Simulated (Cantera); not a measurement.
# Equilibrium for silicon etching in halogen gases: Si + NF3 + N2 + HF

Charge: 1 mol Si, a varied amount of NF3, 0.81 mol N2, 14 mol HF, equilibrated at 823.15 K and 0.0130 bar.

These are equilibrium values from Cantera (NASA tables, ideal gas, pure condensed phases), not measurements of a reactor. Candidate condensed phases: Si, Si3N4; 37 gas species. The numbers say what is thermodynamically allowed, not how fast it happens.

```tsv
n(NF3) (mol)	x HF	x F2	x N2	x H2	x SiF4	x F
0.53	0.779	<1e-12	0.0723	0.0810	0.0672	<1e-12
0.63	0.789	<1e-12	0.0747	0.0700	0.0664	<1e-12
0.75	0.800	<1e-12	0.0774	0.0572	0.0653	<1e-12
0.88	0.812	<1e-12	0.0803	0.0437	0.0642	<1e-12
1	0.822	<1e-12	0.0829	0.0316	0.0633	<1e-12
1.2	0.839	<1e-12	0.0870	0.0123	0.0617	<1e-12
1.5	0.829	0.00967	0.0923	<1e-12	0.0592	0.0101
1.7	0.807	0.0235	0.0956	<1e-12	0.0577	0.0158
2.1	0.769	0.0507	0.102	<1e-12	0.0549	0.0232
2.4	0.743	0.0699	0.106	<1e-12	0.0531	0.0272
2.9	0.703	0.0994	0.113	<1e-12	0.0502	0.0325
3.4	0.668	0.126	0.119	<1e-12	0.0477	0.0366
4	0.631	0.155	0.125	<1e-12	0.0451	0.0406
```
x: gas mole fraction; nothing condenses.

From 0.53 mol NF3 to 4 mol NF3 nothing is condensed. The main Si-bearing gas is SiF4 throughout.
